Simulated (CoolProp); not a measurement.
Vapour-liquid equilibrium of m-xylene (1) + n-nonane (2) at 323.6 K; x and y are mole fractions of (1).

Values from CoolProp's multi-fluid Helmholtz-energy mixture model, Zhou 2012 and Lemmon 2006; pair parameters Bell 2016.

Give the bubble pressure and the first vapour's composition at x = 0.35, 0.75, 0.85. Is there an azeotrope?

x = 0.35: 0.003534 MPa, y = 0.519; x = 0.75: 0.004110 MPa, y = 0.802; x = 0.85: 0.004189 MPa, y = 0.873. No azeotrope shows between x = 0.05 and 0.95.

The pair parameters rest on a limited set of measurements; away from them the model extrapolates.
